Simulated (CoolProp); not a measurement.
Model: reference Helmholtz-energy equation of state, Younglove 1994, in CoolProp. It is a modified Benedict-Webb-Rubin equation, recast in Helmholtz form.

Problem. For R123, give the phase and the Z, cp (kJ/(kg K)), Joule-Thomson coefficient (K/MPa), fugacity coefficient at 27.65 °C and 2.38 bar; 27.65 °C and 20.6 bar; 27.65 °C and 178 bar.

Solution. 
- 27.65 °C and 2.38 bar: liquid; Z 0.00999, cp 1.02, Joule-Thomson coefficient -0.314, fugacity coefficient 0.408
- 27.65 °C and 20.6 bar: liquid; Z 0.0861, cp 1.02, Joule-Thomson coefficient -0.323, fugacity coefficient 0.0509
- 27.65 °C and 178 bar: liquid; Z 0.724, cp 0.995, Joule-Thomson coefficient -0.379, fugacity coefficient 0.0113
